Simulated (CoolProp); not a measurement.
Aqueous magnesium chloride as a coolant, at 39 °C, 1 atm.

Computed with CoolProp (Melinder's fits for secondary coolants).

```
mass %  freezing point (°C)  viscosity (mPa s)  conductivity (W/(m K))  density (kg/m³)  Prandtl number
------  -------------------  -----------------  ----------------------  ---------------  --------------
1.2                    -0.8              0.735                   0.626             1003            4.84
3.8                    -2.2              0.785                   0.620             1024            5.04
6.3                    -4.0              0.798              (withheld)             1045            4.98
8.9                    -6.8              0.848                   0.610             1066            5.14
11.5                  -10.5              0.945                   0.604       (withheld)            5.57
14.1                  -15.1               1.07                   0.597             1112            6.15
16.6                  -20.1               1.20                   0.589             1135            6.75
19.2                  -26.4         (withheld)                   0.581             1159            7.73
21.8                  -34.7               2.01                   0.573             1185            10.8
24.4                  -46.6               4.90                   0.565       (withheld)            25.4
```

**Question.** What belongs in the gaps?

**Answer.** 
- 6.3, conductivity (W/(m K)): 0.615
- 11.5, density (kg/m³): 1089
- 19.2, viscosity (mPa s): 1.40
- 24.4, density (kg/m³): 1212
